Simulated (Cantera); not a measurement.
# Ignition delay

Mixture: 3.96 % CH4, 20.2 % O2, 75.9 % N2, equivalence ratio 0.39, at 3.30 bar, adiabatic and at constant pressure. Ignition delay is the time to a rise of 400 K.

Model: GRI-Mech 3.0 (53 species, 325 reactions), integrated in Cantera.

```
T0 (K)  delay (ms)
------  ----------
1048          89.0
1123          28.1
1198          9.91
1273          3.80
1348          1.57
1423         0.706
1498         0.343
```

| Property | Value |
|---|---|
| apparent activation energy between 1348 and 1498 K | 170 kJ/mol |
